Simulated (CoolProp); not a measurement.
Vapour-liquid equilibrium of R22 (1) + R11 (2) at 292.1 K; x and y are mole fractions of (1).

Values from CoolProp's multi-fluid Helmholtz-energy mixture model, Kamei 1995 and Jacobsen 1992; pair parameters Bell 2016.

```
x     bubble pressure, mixture model (MPa)  bubble pressure, Raoult's law (MPa)  y, mixture model  y, Raoult's law
----  ------------------------------------  -----------------------------------  ----------------  ---------------
0.05                                   [?]                               0.1253               [?]            0.353
0.2                                 0.2970                               0.2450             0.747            0.721
0.35                                   [?]                               0.3647             0.841            0.848
0.5                                 0.5249                               0.4845             0.891            0.912
0.65                                   [?]                               0.6042               [?]            0.951
0.8                                 0.7284                               0.7240             0.959            0.976
0.95                                0.8422                               0.8437             0.989            0.995
```

Q: Complete the blanks.

A: 
- 0.05, bubble pressure, mixture model (MPa): 0.1453
- 0.05, y, mixture model: 0.429
- 0.35, bubble pressure, mixture model (MPa): 0.4190
- 0.65, bubble pressure, mixture model (MPa): 0.6252
- 0.65, y, mixture model: 0.927

The largest gap from Raoult's law is +21.2 % in bubble pressure, at x = 0.2. No azeotrope shows between x = 0.05 and 0.95.

The pair parameters rest on a limited set of measurements; away from them the model extrapolates.
